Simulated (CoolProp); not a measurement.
Values from CoolProp's reference Helmholtz-energy equation of state, Eisenbach 2021.

Task: For propylene glycol, give the phase and the cv (kJ/(kg K)), Joule-Thomson coefficient (K/MPa), expansivity (1/kK) at 97.35 °C and 384 kPa.

Result: 
- 97.35 °C and 384 kPa: liquid; cv 2.50, Joule-Thomson coefficient -0.242, expansivity 0.854
